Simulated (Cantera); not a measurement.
An isothermal, constant-pressure homogeneous reactor starts with C3H8 : H2 = 1 : 42 (molar parts), at 1325 K and 100000 Pa.

Cantera simulation using GRI-Mech 3.0 (53 species, 325 reactions); the numbers are that mechanism's predictions, not measurements. GRI-Mech 3.0 was tuned for natural gas; its chemistry of propane as a main component is partial and can be far from experiment. GRI-Mech 3.0 stops at C3 and has no aromatics, soot or wall deposition, so with more carbon than oxygen in the feed, carbon stays in small species such as C2H2 where larger ones or solid carbon would form.

One state of this run: x C3H8 = 0.00448; x H2 = 0.959; x CH4 = 0.0185; x CH3 = 5.65e-5; x C2H6 = 0.000407. x: mole fraction; the columns are a selection and need not sum to one.

Question: Which value of t (s) does it belong to?
A. 0.500
B. 0.180
C. 0.000387
D. 0.0646

Answer: C, 0.000387
